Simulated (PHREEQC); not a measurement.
Dissolve 0.29 mol K2CO3, 0.2 mol K2SO4 and 0.0035 mol H3BO3 per kg of water at 47 °C. Closed to the air; pH follows from the charge balance.

All values are PHREEQC results (ion-association model, phreeqc.dat), not measurements.

Each row changes one thing in this solution. No solid was allowed to form.

```json
[
 {"case": "as made", "pH": "10.99", "ionic strength (mol/kgw)": "1.25", "K+ (mol/kgw)": "0.878", "CO3-2 (mol/kgw)": "0.279", "KSO4- (mol/kgw)": "0.102", "SO4-2 (mol/kgw)": "0.0976"},
 {"case": "K2CO3 from 0.29 to 0.261 mol/kgw", "pH": "10.96", "ionic strength (mol/kgw)": "1.17", "K+ (mol/kgw)": "0.821", "CO3-2 (mol/kgw)": "0.250", "KSO4- (mol/kgw)": "0.101", "SO4-2 (mol/kgw)": "0.0993"},
 {"case": "K2SO4 from 0.2 to 0.3 mol/kgw", "pH": "10.97", "ionic strength (mol/kgw)": "1.44", "K+ (mol/kgw)": "1.02", "CO3-2 (mol/kgw)": "0.279", "KSO4- (mol/kgw)": "0.160", "SO4-2 (mol/kgw)": "0.140"},
 {"case": "temperature from 47 to 35 °C", "pH": "11.17", "ionic strength (mol/kgw)": "1.27", "K+ (mol/kgw)": "0.885", "CO3-2 (mol/kgw)": "0.281", "KSO4- (mol/kgw)": "0.0951", "SO4-2 (mol/kgw)": "0.105"},
 {"case": "temperature from 47 to 55 °C", "pH": "10.88", "ionic strength (mol/kgw)": "1.24", "K+ (mol/kgw)": "0.873", "CO3-2 (mol/kgw)": "0.277", "KSO4- (mol/kgw)": "0.107", "SO4-2 (mol/kgw)": "0.0932"},
 {"case": "diluted 10-fold with water", "pH": "10.70", "ionic strength (mol/kgw)": "0.135", "K+ (mol/kgw)": "0.0935", "CO3-2 (mol/kgw)": "0.0255", "KSO4- (mol/kgw)": "0.00452", "SO4-2 (mol/kgw)": "0.0155"}
]
```

The ionic strength passes 0.7 mol/kgw, the rough limit of the ion-association models, in as made; K2CO3 from 0.29 to 0.261 mol/kgw; K2SO4 from 0.2 to 0.3 mol/kgw; temperature from 47 to 35 °C; temperature from 47 to 55 °C. Constants without temperature data keep their 25 °C values here.
